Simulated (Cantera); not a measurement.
Charge: 1 mol B2H6, 2.6 mol O2, 1.6 mol N2, 41 mol H2, at 577 °C and 0.230 bar.

Equilibrium computed with Cantera from the NASA thermochemical tables; the gas is ideal and each condensed phase is pure. Candidate condensed phases: B, BN, B2O3, B3O3H3, H2O; 39 gas species. The feed counts by its element totals alone. Gases not in the tables: H3BO3. Rates play no part.

Base state: H2 0.917, H2O 0.0478, N2 0.0351, (HBO2)3 0.000331, NH3 7.02e-5 (mole fractions); condensed: B2O3(l).

Problem. What changes in the equilibrium state with this change: B2H6 replaced by BF3?

Solution. 
| species | before | after |
|---|---|---|
| H2 | 0.917 | 0.818 |
| H2O | 0.0478 | 0.104 |
| N2 | 0.0351 | 0.0365 |
| HF | 0 | 0.0263 |
| BF3 | 0 | 0.0131 |
| B3O3F3 | 0 | 0.00104 |
| (HBO2)3 | 0.000331 | 0.00106 |
| B2O3(l), mol | 0.977 | 0.0763 |

Problem. What changes in the equilibrium state with this change: O2 from 2.6 to 0.94 mol?

Solution. 
```json
[
 {"species": "H2", "before": "0.917", "after": "0.972"},
 {"species": "N2", "before": "0.0351", "after": "0.0265"},
 {"species": "H2O", "before": "0.0478", "after": "0.00179"},
 {"species": "(HBO2)3", "before": "0.000331", "after": "2.40e-6"},
 {"species": "NH3", "before": "7.02e-5", "after": "6.66e-5"},
 {"species": "B2O3(l), mol", "before": "0.977", "after": "0.599"},
 {"species": "BN(s), mol", "before": "0", "after": "0.801"}
]
```
N2 is the only nitrogen source here; it is nearly inert below about 1500 K, so the nitride shown seldom forms there in practice.

Problem. What changes in the equilibrium state with this change: B2H6 replaced by B?

Solution. 
```
species         before     after
------------  --------  --------
H2               0.917     0.876
H2O             0.0478    0.0857
N2              0.0351    0.0375
(HBO2)3       0.000331  0.000795
NH3            7.02e-5   6.78e-5
B2O3(l), mol     0.977     0.449
```
